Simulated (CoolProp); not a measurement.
Ammonia along the isobar 20.4 MPa: density (kg/m³) from the reference equation and from simpler models built on Tc = 405.6 K, pc = 11.36 MPa, ω = 0.256; each cubic takes its own stable root.

Computed with CoolProp (reference Helmholtz-energy equation of state, Gao 2020).

```tsv
T (K)	phase	reference
313.5	liquid	598.6
347.1	liquid	547.7
380.7	liquid	485.6
414.2	supercritical	397.1
447.8	supercritical	235.7
481.4	supercritical	145.6
515	supercritical	114.1
548.5	supercritical	97.02
582.1	supercritical	85.75
615.7	supercritical	77.55
```

**Question.** How far does each simpler model (van der Waals, Redlich-Kwong, Soave-Redlich-Kwong, Peng-Robinson) lie from the reference over these 10 states: mean and median of the absolute difference, and the worst?

**Answer.** 
- van der Waals: mean 21.9 %, median 10.2 %, worst -45.0 % at 313.5 K and 20.4 MPa
- Redlich-Kwong: mean 11.6 %, median 6.2 %, worst -24.8 % at 380.7 K and 20.4 MPa
- Soave-Redlich-Kwong: mean 14.4 %, median 14.9 %, worst -25.7 % at 414.2 K and 20.4 MPa
- Peng-Robinson: mean 8.0 %, median 7.7 %, worst -17.9 % at 414.2 K and 20.4 MPa
